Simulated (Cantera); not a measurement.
Cantera with NASA thermochemical tables; ideal gases at 1 bar, condensed phases pure. Values are per mole of reaction as written; species without (g) are pure solids or liquids, kept so even where they would boil at 1 bar.

O(g) + C → CO(g)

```
T (K)  ΔH° (kJ)  ΔS° (J/K)  ΔG° (kJ)  log10 K
-----  --------  ---------  --------  -------
573           …          …         …        …
723      -362.2       26.2    -381.1    27.53
873      -363.5       24.6    -384.9    23.03
1023          …          …         …        …
1173          …          …         …        …
1323          …          …         …        …
1473     -369.2       19.6    -398.1    14.12
1623     -370.6       18.7    -400.9    12.90
```

Some entries are withheld; supply them.


- 573, ΔH° (kJ): -361.0
- 573, ΔS° (J/K): 28.1
- 573, ΔG° (kJ): -377.1
- 573, log10 K: 34.37
- 1023, ΔH° (kJ): -364.9
- 1023, ΔS° (J/K): 23.1
- 1023, ΔG° (kJ): -388.5
- 1023, log10 K: 19.84
- 1173, ΔH° (kJ): -366.3
- 1173, ΔS° (J/K): 21.8
- 1173, ΔG° (kJ): -391.9
- 1173, log10 K: 17.45
- 1323, ΔH° (kJ): -367.7
- 1323, ΔS° (J/K): 20.7
- 1323, ΔG° (kJ): -395.1
- 1323, log10 K: 15.60
